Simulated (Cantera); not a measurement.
# Silicon epitaxy and polysilicon growth: SiCl4 + Cl2 + N2 + HCl

Feed: 1 mol SiCl4, 0.028 mol Cl2, 35 mol N2, 2.7 mol HCl, equilibrated at 1725 K and 1.33 mbar.

Cantera equilibrium calculation (NASA polynomials, part measured and part estimated; ideal gas, pure solids and liquids). Candidate condensed phases: NH4Cl, Si, Si3N4; 28 gas species. The tables' values for SiCl3 are old estimates; treat these amounts as uncertain. Kinetics and transport are ignored.

- x(N2): 0.867
- x(HCl): 0.0668
- x(Cl): 0.0413
- x(SiCl2): 0.0175
- x(SiCl3): 0.00479
- x(SiCl4): 0.00244
- x(Cl2): 4.75e-5
- x(H2): 4.06e-5
- x(H): 3.24e-5
- gas amount: 40.37 mol
- log10 activity of Si(l) (absent): -4.33
